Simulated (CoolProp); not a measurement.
A Linde-Hampson liquefier for dry air: isothermal reversible compression at 230 K from 1 atm to 20 MPa, throttling to 1 atm, return gas leaving the recuperator 0 K below the feed. Each further row changes one setting.

The numbers come from the reference Helmholtz-energy equation of state, Lemmon 2000 in CoolProp. It is a pseudo-pure fit of the blend.

```tsv
case	liquid yield per pass	compression work (kJ/kg of gas)
as stated	(withheld)	337
high pressure 40 MPa	(withheld)	384
warm-end temperature 260 K	(withheld)	(withheld)
warm-end gap 5 K	(withheld)	337
```

Q: Fill in the missing entries.

A: 
- as stated, liquid yield per pass: 0.174
- high pressure 40 MPa, liquid yield per pass: 0.210
- warm-end temperature 260 K, liquid yield per pass: 0.123
- warm-end temperature 260 K, compression work (kJ/kg of gas): 388
- warm-end gap 5 K, liquid yield per pass: 0.162
